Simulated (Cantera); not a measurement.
Input: 1 mol B₂O₃, 18 mol Cl₂, 3.1 mol O₂, equilibrated at 1148.15 K and 56.0 Pa.

Equilibrium computed with Cantera from the NASA thermochemical tables; the gas is ideal and each condensed phase is pure. Candidate condensed phases: B, B₂O₃; 18 gas species. The tables' values for BOCl are old estimates; treat these amounts as uncertain. Rates play no part.

Base state: Cl₂ 0.761, O₂ 0.140, Cl 0.0990, ClO 3.82e-5, BOCl 2.72e-5 (mole fractions); condensed: B₂O₃(l).

What changes in the equilibrium state with this change: temperature from 1148.15 K to 1773 K?


| species | before | after |
|---|---|---|
| Cl | 0.0990 | 0.882 |
| O₂ | 0.140 | 0.0781 |
| B₂O₃ | 2.78e-6 | 0.0176 |
| Cl₂ | 0.761 | 0.00565 |
| BO | <1e-9 | 2.01e-5 |
| BO₂ | 5.56e-7 | 0.00572 |
| B₂O₃(l), mol | 1.000 | 0 |

What changes in the equilibrium state with this change: pressure from 56.0 Pa to 0.110 bar?


| species | before | after |
|---|---|---|
| Cl₂ | 0.761 | 0.846 |
| O₂ | 0.140 | 0.146 |
| Cl | 0.0990 | 0.00745 |
| BOCl | 2.72e-5 | 5.41e-7 |
| ClO | 3.82e-5 | 4.13e-5 |
| B₂O₃(l), mol | 1.000 | 1.000 |
